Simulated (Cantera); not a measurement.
Feed: 1 mol MgCO3, 2.1 mol CO2, 0.04 mol C, equilibrated at 13.3 mbar.

Equilibrium computed with Cantera from the NASA thermochemical tables; the gas is ideal and each condensed phase is pure. Candidate condensed phases: C, Mg, MgCO3, MgO; 15 gas species. Kinetics and transport are ignored.

x: gas mole fraction; n: condensed amount in mol.

```json
[
 {"T (°C)": "1725", "x CO2": "0.908", "x CO": "0.0693", "x O2": "0.0218", "x O": "0.000842", "x Mg": "1.85e-5", "x MgO": "1.49e-6", "n MgO(s)": "1.000"},
 {"T (°C)": "1750", "x CO2": "0.896", "x CO": "0.0773", "x O2": "0.0257", "x O": "0.00111", "x Mg": "2.92e-5", "x MgO": "2.42e-6", "n MgO(s)": "1.000"},
 {"T (°C)": "1775", "x CO2": "0.882", "x CO": "0.0862", "x O2": "0.0301", "x O": "0.00144", "x Mg": "4.57e-5", "x MgO": "3.89e-6", "n MgO(s)": "1.000"},
 {"T (°C)": "1800", "x CO2": "0.867", "x CO": "___", "x O2": "___", "x O": "___", "x Mg": "___", "x MgO": "___", "n MgO(s)": "1.000"},
 {"T (°C)": "1825", "x CO2": "0.851", "x CO": "0.106", "x O2": "0.0399", "x O": "0.00237", "x Mg": "0.000110", "x MgO": "9.71e-6", "n MgO(s)": "1.000"},
 {"T (°C)": "1850", "x CO2": "0.834", "x CO": "0.118", "x O2": "0.0454", "x O": "0.00301", "x Mg": "0.000168", "x MgO": "1.51e-5", "n MgO(s)": "0.999"},
 {"T (°C)": "1875", "x CO2": "0.815", "x CO": "0.130", "x O2": "0.0513", "x O": "0.00378", "x Mg": "0.000254", "x MgO": "2.32e-5", "n MgO(s)": "0.999"},
 {"T (°C)": "1900", "x CO2": "0.794", "x CO": "___", "x O2": "___", "x O": "___", "x Mg": "___", "x MgO": "___", "n MgO(s)": "0.999"},
 {"T (°C)": "1925", "x CO2": "0.772", "x CO": "0.157", "x O2": "0.0641", "x O": "0.00585", "x Mg": "0.000572", "x MgO": "5.32e-5", "n MgO(s)": "0.998"},
 {"T (°C)": "1950", "x CO2": "0.749", "x CO": "0.172", "x O2": "0.0709", "x O": "0.00721", "x Mg": "0.000849", "x MgO": "7.95e-5", "n MgO(s)": "0.997"},
 {"T (°C)": "1975", "x CO2": "0.725", "x CO": "0.187", "x O2": "0.0781", "x O": "0.00882", "x Mg": "0.00125", "x MgO": "0.000118", "n MgO(s)": "0.995"},
 {"T (°C)": "2000", "x CO2": "0.699", "x CO": "0.203", "x O2": "0.0855", "x O": "0.0107", "x Mg": "0.00183", "x MgO": "0.000173", "n MgO(s)": "0.993"}
]
```

Complete the blanks.


- 1900, x CO: 0.143
- 1900, x O2: 0.0575
- 1900, x O: 0.00472
- 1900, x Mg: 0.000383
- 1900, x MgO: 3.53e-5
- 1800, x CO: 0.0959
- 1800, x O2: 0.0348
- 1800, x O: 0.00186
- 1800, x Mg: 7.11e-5
- 1800, x MgO: 6.18e-6
